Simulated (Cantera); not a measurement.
Boron, boron nitride and boron oxide: borazine + O2 + H2

A closed system holds: 1 mol borazine, 1.1 mol O2, 0.18 mol H2, held at 0.133 bar.

Method: chemical equilibrium by Gibbs-energy minimisation in Cantera with the NASA 1993 tables (ideal gas, pure condensed phases). Candidate condensed phases: B, BN, B2O3, B3O3H3, H2O; 39 gas species. The feed counts by its element totals alone. Mutual solubility and eutectic melting of coexisting phases are not modelled. The tables' values for BH2 are old estimates; treat these amounts as uncertain. Gases not in the tables: H3BO3. Equilibrium is a limit: real reactors are often held back by kinetics, nucleation or transport.

```
T (K)  log p H2  log p N2  log p HBO  log p B2O3  log p B2O2  log p BO  log p HBO2  log p H  n BN(s)  n B2O3(l)
-----  --------  --------  ---------  ----------  ----------  --------  ----------  -------  -------  ---------
1150      -0.97     -1.60      -7.10       -8.78      -11.81    -12.05       -5.17    -7.61     1.54      0.730
1300      -0.97     -1.60      -5.58       -6.73       -9.05     -9.49       -4.30    -6.44     1.54      0.730
1450      -0.97     -1.60      -4.38       -5.12       -6.87     -7.48       -3.62    -5.51     1.54      0.726
1600      -0.97     -1.61      -3.42       -3.83       -5.11     -5.84       -3.07    -4.75     1.54      0.706
1750      -0.99     -1.62      -2.64       -2.78       -3.66     -4.50       -2.64    -4.13     1.53      0.606
1900      -1.09     -1.65      -2.03       -1.93       -2.46     -3.38       -2.35    -3.65     1.39          0
2050      -1.13     -1.61      -1.82       -2.16       -2.10     -2.75       -2.71    -3.21     1.14          0
2200      -1.17     -1.59      -1.72       -2.62       -1.96     -2.30       -3.19    -2.83    0.921          0
2350      -1.20     -1.59      -1.72       -3.27       -1.99     -1.99       -3.78    -2.50    0.817          0
```
log p: log10 of the partial pressure in bar; n: condensed amount in mol.

From 1150 K to 1750 K the condensed part is BN(s) + B2O3(l). From 1900 K to 2350 K the condensed part is BN(s). The share of B in condensed phases is highest at 1150 K (100.0 %) and lowest at 2350 K (27.2 %).
